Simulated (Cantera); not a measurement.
Cantera run, input and output.

```python
import numpy as np
import cantera as ct

gas = ct.Solution("gri30.yaml", transport_model="mixture-averaged")
show = ['H2O', 'C2H2', 'NH3']

rows = []
print(f"{'T/K':>7s}{'rho':>11s}{'cp':>10s}{'mu':>11s}{'lambda':>11s}{'Pr':>7s}" + "".join(f"{'D_' + s:>11s}" for s in show))
for T in [400, 650, 900, 1150, 1400, 1650, 1900, 2150]:
    gas.TPX = T, 2666, {'CO2': 0.36}
    Pr = gas.cp_mass * gas.viscosity / gas.thermal_conductivity
    D = [gas.mix_diff_coeffs_mole[gas.species_index(s)] for s in show]
    rows.append([gas.density, gas.cp_mass, gas.viscosity, gas.thermal_conductivity, Pr, *D])
    print(f"{T:7g}{gas.density:11.4e}{gas.cp_mass:10.1f}{gas.viscosity:11.4e}"
          f"{gas.thermal_conductivity:11.4e}{Pr:7.3f}" + "".join(f"{d:11.4e}" for d in D))
print("SI units: kg/m3, J/kg/K, Pa s, W/m/K, m2/s")
```

It prints:

```
    T/K        rho        cp         mu     lambda     Pr      D_H2O     D_C2H2      D_NH3
    400 3.5278e-02     937.9 1.9751e-05 2.5328e-02  0.731 1.0875e-03 8.0518e-04 1.0661e-03
    650 2.1710e-02    1102.7 2.9694e-05 4.4799e-02  0.731 2.7991e-03 1.9483e-03 2.7065e-03
    900 1.5679e-02    1203.7 3.7985e-05 6.2581e-02  0.731 5.1282e-03 3.4458e-03 4.9143e-03
   1150 1.2271e-02    1269.3 4.5250e-05 7.8650e-02  0.730 7.9788e-03 5.2495e-03 7.6024e-03
   1400 1.0080e-02    1313.3 5.1817e-05 9.3301e-02  0.729 1.1290e-02 7.3295e-03 1.0717e-02
   1650 8.5523e-03    1343.8 5.7882e-05 1.0680e-01  0.728 1.5022e-02 9.6655e-03 1.4221e-02
   1900 7.4270e-03    1364.9 6.3568e-05 1.1938e-01  0.727 1.9145e-02 1.2243e-02 1.8090e-02
   2150 6.5634e-03    1380.0 6.8959e-05 1.3118e-01  0.725 2.3640e-02 1.5051e-02 2.2307e-02
SI units: kg/m3, J/kg/K, Pa s, W/m/K, m2/s
```

Detailed kinetics in Cantera: GRI-Mech 3.0 (53 species, 325 reactions).
